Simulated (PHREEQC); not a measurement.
3.4 g of hydrous ferric oxide (600 m²/g; 0.2 weak and 0.005 strong sites per Fe, Dzombak-Morel constants, diffuse double layer) in 1 kg of water with 0.001 mol/kgw of an inert sodium salt and 0.1 mmol/kgw Ag2SO4, 0.81 mmol/kgw MgCl2 and 0.4 mmol/kgw CuCl2, at 25 °C; the pH is set by adding NaOH or the inert anion's acid. O2 is buffered at 0.21 atm. CO2 from the air is kept out. Nothing may precipitate in this run.

Base run: PHREEQC, ion-association model, wateq4f.dat. Each further column changes one thing. The table gives Ag sorbed (%).

```tsv
pH	base	no electrostatic term (-no_edl)	background salt from 0.001 to 0.0001 mol/kgw	oxide from 3.4 to 17 g/kgw
3	0.0	0.0	0.0	0.0
4	0.2	0.0	0.2	0.9
4.5	0.4	0.0	0.4	3.6
5.5	2.1	0.1	2.1	___
6.5	15.1	___	15.0	79.5
7.5	49.6	44.9	49.4	97.3
8	68.0	68.3	67.9	___
9	93.2	90.2	93.1	___
```

### Question
Complete the blanks.

### Answer

- 5.5, oxide from 3.4 to 17 g/kgw: 30.8
- 6.5, no electrostatic term (-no_edl): 3.8
- 8, oxide from 3.4 to 17 g/kgw: 99.1
- 9, oxide from 3.4 to 17 g/kgw: 99.9

In at least one series the solution becomes supersaturated in solids that the run did not let form, among them Cerargyrite. The database's constant for dissolved Cu(OH)2 is higher than later reviews accept. The oxide is taken as insoluble; below pH 4 it would dissolve.
